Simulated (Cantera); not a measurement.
Feed: 1 mol trisilylamine, 97 mol N2, held at 1.00 bar.

These are equilibrium values from Cantera (NASA tables, ideal gas, pure condensed phases), not measurements of a reactor. Candidate condensed phases: Si, Si3N4; 18 gas species. The feed counts by its element totals alone. Kinetics and transport are ignored. All values below are at 1600 °C.

Base state: N2 0.955, H2 0.0449, H 0.000137 (mole fractions); condensed: Si3N4(s).

### Question
What changes in the equilibrium state with this change: trisilylamine replaced by SiH2Cl2?

### Answer
```csv
species,before,after
N2,0.955,0.980
HCl,0,0.00981
H2,0.0449,0.00521
SiCl2,0,0.00479
SiCl3,0,0.000242
Cl,0,6.64e-5
"Si3N4(s), mol",1.000,0.167
```
The tables' values for SiCl3 are old estimates; treat these amounts as uncertain. Further candidate phases: NH4Cl.
